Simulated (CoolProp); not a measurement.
Vapour-liquid equilibrium of carbonyl sulfide (1) + propane (2) at 320.9 K; x and y are mole fractions of (1).

Computed with CoolProp (multi-fluid Helmholtz-energy mixture model, Lemmon 2006 and Lemmon 2009; pair parameters Bell 2016).

| x | bubble pressure, mixture model (bar) | bubble pressure, Raoult's law (bar) | y, mixture model | y, Raoult's law |
|---|---|---|---|---|
| 0.05 | ___ | 16.58 | 0.063 | 0.065 |
| 0.2 | ___ | 17.38 | ___ | 0.249 |
| 0.35 | 18.35 | 18.18 | ___ | 0.417 |
| 0.5 | 19.08 | 18.98 | ___ | 0.570 |
| 0.65 | 19.80 | 19.78 | 0.689 | 0.711 |
| 0.8 | ___ | 20.58 | 0.828 | 0.841 |
| 0.95 | ___ | 21.38 | ___ | 0.962 |

Q: Fill in the missing entries.

A: 
- 0.05, bubble pressure, mixture model (bar): 16.65
- 0.2, bubble pressure, mixture model (bar): 17.55
- 0.2, y, mixture model: 0.236
- 0.35, y, mixture model: 0.394
- 0.5, y, mixture model: 0.544
- 0.8, bubble pressure, mixture model (bar): 20.55
- 0.95, bubble pressure, mixture model (bar): 21.36
- 0.95, y, mixture model: 0.959

The largest gap from Raoult's law is +1.0 % in bubble pressure, at x = 0.2. No azeotrope shows between x = 0.05 and 0.95.

The pair parameters rest on a limited set of measurements; away from them the model extrapolates.
